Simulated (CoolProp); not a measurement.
Vapour-liquid equilibrium of CH2F2 (R32) (1) + fluoroethane (R161) (2) at 280.1 K; x and y are mole fractions of (1).

Model: multi-fluid Helmholtz-energy mixture model, Tillner-Roth 1997 and Wu 2012; pair parameters Bell 2016, in CoolProp.

| x | bubble pressure, mixture model (kPa) | bubble pressure, Raoult's law (kPa) | y, mixture model | y, Raoult's law |
|---|---|---|---|---|
| 0.05 | 575.9 | 569.1 | (withheld) | 0.089 |
| 0.2 | (withheld) | 638.7 | 0.312 | 0.316 |
| 0.35 | 729.9 | 708.3 | (withheld) | 0.499 |
| 0.5 | 797.2 | 777.9 | (withheld) | 0.649 |
| 0.65 | (withheld) | 847.5 | (withheld) | 0.775 |
| 0.8 | 925.3 | 917.2 | (withheld) | 0.881 |
| 0.95 | (withheld) | 986.8 | 0.966 | 0.972 |

Q: Some entries are withheld; supply them.

A: 
- 0.05, y, mixture model: 0.093
- 0.2, bubble pressure, mixture model (kPa): 657.4
- 0.35, y, mixture model: 0.480
- 0.5, y, mixture model: 0.621
- 0.65, bubble pressure, mixture model (kPa): 861.8
- 0.65, y, mixture model: 0.746
- 0.8, y, mixture model: 0.860
- 0.95, bubble pressure, mixture model (kPa): 988.7

The largest gap from Raoult's law is +3.0 % in bubble pressure, at x = 0.35. No azeotrope shows between x = 0.05 and 0.95.

The pair parameters rest on a limited set of measurements; away from them the model extrapolates.
